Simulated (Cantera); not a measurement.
Feed: 1 mol Al, a varied amount of NH₃, 83 mol H₂, at 1352 °C and 870 Pa.

Equilibrium computed with Cantera from the NASA thermochemical tables; the gas is ideal and each condensed phase is pure. Candidate condensed phases: Al, AlN; 13 gas species. Kinetics and transport are ignored.

x: gas mole fraction; n: condensed amount in mol.

```json
[
 {"n(NH₃) (mol)": "0.84", "x H₂": "0.997", "x N₂": "4.71e-6", "x Al": "?", "x H": "0.000755", "x AlH": "0.000127", "x Al₂": "9.25e-8", "n AlN(s)": "0.839"},
 {"n(NH₃) (mol)": "1", "x H₂": "0.999", "x N₂": "0.000162", "x Al": "?", "x H": "0.000756", "x AlH": "2.17e-5", "x Al₂": "2.69e-9", "n AlN(s)": "0.973"},
 {"n(NH₃) (mol)": "1.2", "x H₂": "0.998", "x N₂": "0.00124", "x Al": "?", "x H": "0.000756", "x AlH": "7.86e-6", "x Al₂": "3.53e-10", "n AlN(s)": "0.990"},
 {"n(NH₃) (mol)": "1.5", "x H₂": "0.996", "x N₂": "0.00296", "x Al": "?", "x H": "0.000755", "x AlH": "5.08e-6", "x Al₂": "1.47e-10", "n AlN(s)": "0.994"},
 {"n(NH₃) (mol)": "1.8", "x H₂": "0.995", "x N₂": "0.00467", "x Al": "?", "x H": "0.000754", "x AlH": "4.04e-6", "x Al₂": "9.33e-11", "n AlN(s)": "0.995"},
 {"n(NH₃) (mol)": "2.2", "x H₂": "0.992", "x N₂": "0.00693", "x Al": "?", "x H": "0.000753", "x AlH": "3.31e-6", "x Al₂": "6.30e-11", "n AlN(s)": "0.996"},
 {"n(NH₃) (mol)": "2.7", "x H₂": "0.990", "x N₂": "0.00969", "x Al": "?", "x H": "0.000752", "x AlH": "2.80e-6", "x Al₂": "4.50e-11", "n AlN(s)": "0.996"},
 {"n(NH₃) (mol)": "3.3", "x H₂": "0.986", "x N₂": "0.0129", "x Al": "?", "x H": "0.000751", "x AlH": "2.42e-6", "x Al₂": "3.38e-11", "n AlN(s)": "0.997"},
 {"n(NH₃) (mol)": "4", "x H₂": "0.983", "x N₂": "0.0166", "x Al": "?", "x H": "0.000750", "x AlH": "2.13e-6", "x Al₂": "2.63e-11", "n AlN(s)": "0.997"},
 {"n(NH₃) (mol)": "4.9", "x H₂": "0.978", "x N₂": "0.0211", "x Al": "?", "x H": "0.000748", "x AlH": "1.88e-6", "x Al₂": "2.06e-11", "n AlN(s)": "0.997"},
 {"n(NH₃) (mol)": "6", "x H₂": "0.973", "x N₂": "0.0265", "x Al": "?", "x H": "0.000746", "x AlH": "1.68e-6", "x Al₂": "1.65e-11", "n AlN(s)": "0.998"},
 {"n(NH₃) (mol)": "7.3", "x H₂": "0.967", "x N₂": "0.0324", "x Al": "?", "x H": "0.000744", "x AlH": "1.51e-6", "x Al₂": "1.34e-11", "n AlN(s)": "0.998"},
 {"n(NH₃) (mol)": "8.8", "x H₂": "0.960", "x N₂": "0.0390", "x Al": "?", "x H": "0.000741", "x AlH": "1.37e-6", "x Al₂": "1.12e-11", "n AlN(s)": "0.998"}
]
```

Question: Complete the blanks.

Answer: 
- 0.84, x Al: 0.00178
- 1, x Al: 0.000303
- 1.2, x Al: 0.000110
- 1.5, x Al: 7.09e-5
- 1.8, x Al: 5.64e-5
- 2.2, x Al: 4.63e-5
- 2.7, x Al: 3.92e-5
- 3.3, x Al: 3.39e-5
- 4, x Al: 2.99e-5
- 4.9, x Al: 2.65e-5
- 6, x Al: 2.37e-5
- 7.3, x Al: 2.14e-5
- 8.8, x Al: 1.95e-5
